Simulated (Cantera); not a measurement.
Charge: 1 mol SO₂, 0.83 mol H₂, at 2548 K and 0.00110 bar.

Method: chemical equilibrium by Gibbs-energy minimisation in Cantera with the NASA 1993 tables (ideal gas, pure condensed phases). Candidate condensed phases: H₂O, H₂SO₄, S; 19 gas species. Kinetics and transport are ignored.

Base state: H 0.274, SO 0.178, SO₂ 0.150, O 0.102, H₂ 0.0861, H₂O 0.0709, S 0.0524, OH 0.0493 (mole fractions); condensed: gas only.

What changes in the equilibrium state with this change: H₂ from 0.83 to 0.11 mol?


```json
[
 {"species": "SO₂", "before": "0.150", "after": "0.332"},
 {"species": "SO", "before": "0.178", "after": "0.255"},
 {"species": "O", "before": "0.102", "after": "0.158"},
 {"species": "H", "before": "0.274", "after": "0.0819"},
 {"species": "H₂", "before": "0.0861", "after": "0.00771"},
 {"species": "H₂O", "before": "0.0709", "after": "0.00983"},
 {"species": "O₂", "before": "0.0344", "after": "0.0826"},
 {"species": "OH", "before": "0.0493", "after": "0.0228"},
 {"species": "S", "before": "0.0524", "after": "0.0483"},
 {"species": "H₂S", "before": "1.70e-5", "after": "1.41e-6"},
 {"species": "SH", "before": "0.00177", "after": "0.000487"},
 {"species": "S₂O", "before": "1.78e-5", "after": "2.35e-5"},
 {"species": "S₂", "before": "0.00106", "after": "0.000898"}
]
```
